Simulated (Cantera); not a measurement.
Input: 1 mol PbO, 0.28 mol CO, a varied amount of N₂, 0.48 mol H₂, at 852 °C and 1.00 bar.

Equilibrium computed with Cantera from the NASA thermochemical tables; the gas is ideal and each condensed phase is pure. Candidate condensed phases: C, C₆H₆, C₇H₈, C₈H₁₈, H₂O, Pb, PbO, PbO₂, Pb₃O₄; 139 gas species. Mutual solubility and eutectic melting of coexisting phases are not modelled. Equilibrium is a limit: real reactors are often held back by kinetics, nucleation or transport.

x: gas mole fraction; n: condensed amount in mol.

```csv
n(N₂) (mol),x N₂,x H₂O,x CO₂,x Pb,x H₂,x CO,n Pb(l),n PbO(yellow)
1.8,0.703,0.187,0.109,0.000189,4.18e-5,2.68e-5,0.759,0.240
2.3,0.751,0.157,0.0915,0.000189,3.50e-5,2.24e-5,0.759,0.240
2.9,0.792,0.131,0.0765,0.000189,2.92e-5,1.88e-5,0.759,0.240
3.7,0.829,?,?,0.000189,?,?,0.759,0.240
4.8,0.863,0.0863,0.0503,0.000189,1.92e-5,1.23e-5,0.759,0.240
6.1,0.889,0.0699,0.0408,0.000189,1.56e-5,1.00e-5,0.759,0.240
7.9,0.912,0.0554,0.0323,0.000189,1.24e-5,7.93e-6,0.758,0.240
10,0.929,?,?,0.000189,?,?,0.758,0.240
13,0.945,0.0349,0.0203,0.000189,7.78e-6,4.99e-6,0.757,0.240
17,0.957,0.0270,0.0158,0.000189,6.02e-6,3.87e-6,0.756,0.240
21,0.965,0.0220,0.0129,0.000189,4.92e-6,3.15e-6,0.756,0.240
```

Some entries are withheld; supply them.


- 10, x H₂O: 0.0446
- 10, x CO₂: 0.0260
- 10, x H₂: 9.94e-6
- 10, x CO: 6.38e-6
- 3.7, x H₂O: 0.108
- 3.7, x CO₂: 0.0628
- 3.7, x H₂: 2.40e-5
- 3.7, x CO: 1.54e-5
